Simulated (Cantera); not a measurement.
Mixture: 30.7 % CO, 4.91 % H2, 13.1 % O2, 49.1 % N2, 2.24 % H2O, at 18.0 bar, adiabatic and at constant volume. Ignition delay is the time to a rise of 400 K.

Cantera simulation using GRI-Mech 3.0 (53 species, 325 reactions); the numbers are that mechanism's predictions, not measurements. The hydrogen kinetics of GRI-Mech 3.0 are dated; newer H2 mechanisms differ, most at raised pressure. The pressure lies above the range GRI-Mech 3.0 was tuned for (to about 10 atm).

Q: Predict: delay at 1023 K; delay at 1123 K; delay at 1223 K; delay at 1323 K; delay at 1423 K; apparent activation energy between 1323 and 1423 K.

A: 
```
Quantity                                                Result
--------------------------------------------------  ----------
delay at 1023 K                                        1.51 ms
delay at 1123 K                                       0.206 ms
delay at 1223 K                                        36.2 µs
delay at 1323 K                                        8.32 µs
delay at 1423 K                                        3.20 µs
apparent activation energy between 1323 and 1423 K  150 kJ/mol
```
